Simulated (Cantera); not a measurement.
Feed: 1 mol Hg, 0.26 mol O2, 1.7 mol N2, held at 573 K and 0.100 bar.

These are equilibrium values from Cantera (NASA tables, ideal gas, pure condensed phases), not measurements of a reactor. Candidate condensed phases: Hg, HgO; 10 gas species. Kinetics and transport are ignored.

Base state: N2 0.758, Hg 0.233, O2 0.00927 (mole fractions); condensed: HgO(s).

**Question.** What changes in the equilibrium state with this change: Hg replaced by Pb?

**Answer.** 
| species | before | after |
|---|---|---|
| N2 | 0.758 | 1.00 |
| Hg | 0.233 | 0 |
| O2 | 0.00927 | <1e-9 |
| HgO(s), mol | 0.478 | 0 |
| Pb(s), mol | 0 | 0.480 |
| PbO(red), mol | 0 | 0.520 |
Further candidate phases: Pb, PbO, PbO2, Pb3O4.

**Question.** What changes in the equilibrium state with this change: temperature from 573 K to 725 K?

**Answer.** 
```tsv
species	before	after
N2	0.758	0.574
Hg	0.233	0.338
O2	0.00927	0.0878
HgO(s), mol	0.478	0
```
